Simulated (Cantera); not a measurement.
An isothermal, constant-pressure homogeneous reactor starts with NO : N₂ = 1 : 0.5 (molar parts), at 1850 K and 16.5 Torr. Integrator tolerance rtol = 1e-08.

Detailed kinetics in Cantera: GRI-Mech 3.0 (53 species, 325 reactions). Radical loss at walls, strong at low pressure, is not modelled.

### Question
What does this change do: temperature 1850 to 1700 K?

### Answer
| quantity | before | after |
|---|---|---|
| x(NO) at 6.00 s | 0.604 (gas-phase equilibrium 0.00566) | 0.655 (gas-phase equilibrium 0.00336) |
| x(O₂) at 6.00 s | 0.0308 (gas-phase equilibrium 0.330) | 0.00578 (gas-phase equilibrium 0.332) |
| x(NO₂) at 6.00 s | 7.46e-5 (gas-phase equilibrium 2.38e-6) | 5.57e-5 (gas-phase equilibrium 1.96e-6) |
| x(O) at 6.00 s | 0.000289 (gas-phase equilibrium 0.000751) | 4.18e-5 (gas-phase equilibrium 0.000175) |
| x(N₂) at 6.00 s | 0.364 (gas-phase equilibrium 0.664) | 0.339 (gas-phase equilibrium 0.665) |

### Question
What does this change do: temperature 1850 to 1623 K?

### Answer
| quantity | before | after |
|---|---|---|
| x(NO) at 6.00 s | 0.604 (gas-phase equilibrium 0.00566) | 0.662 (gas-phase equilibrium 0.00248) |
| x(O₂) at 6.00 s | 0.0308 (gas-phase equilibrium 0.330) | 0.00236 (gas-phase equilibrium 0.332) |
| x(NO₂) at 6.00 s | 7.46e-5 (gas-phase equilibrium 2.38e-6) | 5.21e-5 (gas-phase equilibrium 1.75e-6) |
| x(O) at 6.00 s | 0.000289 (gas-phase equilibrium 0.000751) | 1.48e-5 (gas-phase equilibrium 7.43e-5) |
| x(N₂) at 6.00 s | 0.364 (gas-phase equilibrium 0.664) | 0.336 (gas-phase equilibrium 0.665) |
